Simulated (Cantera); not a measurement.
An isothermal, constant-pressure homogeneous reactor starts with 71.6 % NH3, 21.5 % H2, 6.88 % N2, at 1550 K and 1.48 atm.

Model: the gas-phase N/H chemistry of the illustrative SiF4/NH3 mechanism in the Surface Chemkin manual (1991), integrated in Cantera. Walls and surfaces, which speed up NH3 decomposition in real reactors, are not modelled.

x: mole fraction; the columns are a selection and need not sum to one.

```json
[
 {"t (s)": "0.000500", "x NH3": "0.716", "x H2": "0.215", "x NH": "1.42e-8", "x N2H4": "2.30e-8", "x H": "?", "x N2": "0.0688", "x N2H2": "2.58e-8"},
 {"t (s)": "0.000965", "x NH3": "0.716", "x H2": "0.215", "x NH": "4.39e-8", "x N2H4": "7.19e-8", "x H": "?", "x N2": "0.0688", "x N2H2": "8.57e-8"},
 {"t (s)": "0.00186", "x NH3": "0.716", "x H2": "0.215", "x NH": "9.05e-8", "x N2H4": "1.50e-7", "x H": "?", "x N2": "0.0688", "x N2H2": "1.87e-7"},
 {"t (s)": "0.00360", "x NH3": "0.716", "x H2": "0.215", "x NH": "1.10e-7", "x N2H4": "1.84e-7", "x H": "6.20e-6", "x N2": "0.0688", "x N2H2": "2.33e-7"},
 {"t (s)": "0.00695", "x NH3": "0.716", "x H2": "0.215", "x NH": "1.12e-7", "x N2H4": "1.86e-7", "x H": "6.24e-6", "x N2": "0.0688", "x N2H2": "2.36e-7"},
 {"t (s)": "0.0134", "x NH3": "0.716", "x H2": "0.215", "x NH": "1.12e-7", "x N2H4": "1.86e-7", "x H": "6.24e-6", "x N2": "0.0689", "x N2H2": "2.35e-7"},
 {"t (s)": "0.0259", "x NH3": "0.715", "x H2": "0.216", "x NH": "1.12e-7", "x N2H4": "1.85e-7", "x H": "6.26e-6", "x N2": "0.0691", "x N2H2": "2.35e-7"},
 {"t (s)": "0.0500", "x NH3": "0.713", "x H2": "0.217", "x NH": "1.11e-7", "x N2H4": "1.85e-7", "x H": "6.29e-6", "x N2": "0.0695", "x N2H2": "2.34e-7"},
 {"t (s)": "0.0965", "x NH3": "0.711", "x H2": "0.219", "x NH": "1.11e-7", "x N2H4": "1.83e-7", "x H": "6.35e-6", "x N2": "0.0702", "x N2H2": "2.32e-7"},
 {"t (s)": "0.186", "x NH3": "0.705", "x H2": "0.223", "x NH": "1.10e-7", "x N2H4": "1.81e-7", "x H": "6.47e-6", "x N2": "0.0715", "x N2H2": "2.27e-7"},
 {"t (s)": "0.360", "x NH3": "0.696", "x H2": "0.230", "x NH": "1.09e-7", "x N2H4": "1.76e-7", "x H": "6.68e-6", "x N2": "0.0740", "x N2H2": "2.20e-7"},
 {"t (s)": "0.695", "x NH3": "0.678", "x H2": "0.244", "x NH": "1.07e-7", "x N2H4": "1.67e-7", "x H": "7.09e-6", "x N2": "0.0785", "x N2H2": "2.06e-7"},
 {"t (s)": "1.34", "x NH3": "0.645", "x H2": "0.268", "x NH": "1.03e-7", "x N2H4": "1.52e-7", "x H": "?", "x N2": "0.0866", "x N2H2": "1.84e-7"},
 {"t (s)": "2.59", "x NH3": "0.592", "x H2": "0.308", "x NH": "9.54e-8", "x N2H4": "1.29e-7", "x H": "?", "x N2": "0.0999", "x N2H2": "1.50e-7"},
 {"t (s)": "5.00", "x NH3": "0.514", "x H2": "0.367", "x NH": "8.40e-8", "x N2H4": "9.81e-8", "x H": "?", "x N2": "0.120", "x N2H2": "1.08e-7"}
]
```

**Question.** Some entries are withheld; supply them.

**Answer.** 
- 0.000500, x H: 2.20e-6
- 0.000965, x H: 3.88e-6
- 0.00186, x H: 5.59e-6
- 1.34, x H: 7.80e-6
- 2.59, x H: 8.98e-6
- 5.00, x H: 1.08e-5
